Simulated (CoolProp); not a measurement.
Aqueous calcium chloride as a coolant, at 14 °C, 1 atm.

Values from CoolProp's Melinder's fits for secondary coolants.

| mass % | freezing point (°C) | viscosity (mPa s) | density (kg/m³) | cp (kJ/(kg K)) | conductivity (W/(m K)) |
|---|---|---|---|---|---|
| 2.9 | -1.3 | 1.25 | 1022 | 4.005 | 0.585 |
| 5.1 | -2.4 | 1.32 | 1041 | 3.874 | 0.583 |
| 7.3 | -3.8 | ___ | 1061 | 3.748 | 0.580 |
| 9.5 | -5.4 | 1.48 | 1082 | 3.624 | 0.578 |
| 11.6 | -7.3 | 1.58 | 1102 | 3.508 | 0.576 |
| 13.8 | -9.6 | ___ | 1123 | 3.391 | 0.573 |
| 16 | -12.3 | 1.85 | 1144 | 3.279 | ___ |
| 18.2 | -15.4 | 2.02 | 1165 | 3.175 | 0.568 |
| 20.4 | -19.0 | 2.24 | ___ | 3.079 | 0.565 |
| 22.6 | -23.2 | 2.50 | ___ | 2.993 | 0.563 |
| 24.8 | -28.5 | 2.82 | 1230 | 2.915 | 0.560 |

### Question
What belongs in the gaps?

### Answer

- 7.3, viscosity (mPa s): 1.40
- 13.8, viscosity (mPa s): 1.70
- 16, conductivity (W/(m K)): 0.571
- 20.4, density (kg/m³): 1186
- 22.6, density (kg/m³): 1208
